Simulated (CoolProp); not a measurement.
A single-stage vapour-compression cycle with cyclopentane: evaporating at 267.15 K (dew point), condensing at 334.15 K (bubble point), superheat 5 K, subcooling 5 K, compressor efficiency 0.7, no pressure losses. Each further row changes one setting.

Model: reference Helmholtz-energy equation of state, Gedanitz 2015, in CoolProp.

```json
[
 {"case": "as stated", "cooling COP": "2.35", "pressure ratio": "13.9", "discharge temperature (K)": "378.1", "refrigerating effect (kJ/kg)": "320", "volumetric capacity (kJ/m³)": "106"},
 {"case": "evaporating temperature 272.15 K", "cooling COP": "2.63", "pressure ratio": "10.8", "discharge temperature (K)": "373.5", "refrigerating effect (kJ/kg)": "325", "volumetric capacity (kJ/m³)": "135"},
 {"case": "condensing temperature 329.15 K", "cooling COP": "2.58", "pressure ratio": "11.9", "discharge temperature (K)": "372.2", "refrigerating effect (kJ/kg)": "330", "volumetric capacity (kJ/m³)": "109"},
 {"case": "subcooling 10 K", "cooling COP": "2.42", "pressure ratio": "13.9", "discharge temperature (K)": "378.1", "refrigerating effect (kJ/kg)": "330", "volumetric capacity (kJ/m³)": "109"},
 {"case": "superheat 15 K", "cooling COP": "2.35", "pressure ratio": "13.9", "discharge temperature (K)": "387.6", "refrigerating effect (kJ/kg)": "331", "volumetric capacity (kJ/m³)": "105"},
 {"case": "compressor efficiency 0.6", "cooling COP": "2.01", "pressure ratio": "13.9", "discharge temperature (K)": "392.0", "refrigerating effect (kJ/kg)": "320", "volumetric capacity (kJ/m³)": "106"}
]
```
